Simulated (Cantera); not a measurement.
An adiabatic, constant-volume homogeneous reactor starts with H₂ : O₂ : N₂ = 1 : 0.25 : 0.94 (molar parts), equivalence ratio 2.0, at 1798 K and 26000 Pa.

Cantera simulation using GRI-Mech 3.0 (53 species, 325 reactions); the numbers are that mechanism's predictions, not measurements.

### Question
Predict: time of steepest temperature rise; temperature at 3.00 s; equilibrium temperature; x(H₂) at 3.00 s; x(O₂) at 3.00 s; x(O) at 3.00 s; x(NO₂) at 3.00 s; x(NO) at 3.00 s; x(HO₂) at 3.00 s; x(H₂O) at 3.00 s.

### Answer
```
Item                                                                 Value
---------------------------------  ---------------------------------------
time of steepest temperature rise                                  23.2 µs
temperature at 3.00 s                                               2862 K
equilibrium temperature                                             2862 K
x(H₂) at 3.00 s                        0.226 (gas-phase equilibrium 0.226)
x(O₂) at 3.00 s                    0.00172 (gas-phase equilibrium 0.00172)
x(O) at 3.00 s                     0.00461 (gas-phase equilibrium 0.00461)
x(NO₂) at 3.00 s                   9.98e-8 (gas-phase equilibrium 9.98e-8)
x(NO) at 3.00 s                    0.00276 (gas-phase equilibrium 0.00276)
x(HO₂) at 3.00 s                   1.02e-6 (gas-phase equilibrium 1.02e-6)
x(H₂O) at 3.00 s                       0.211 (gas-phase equilibrium 0.211)
```
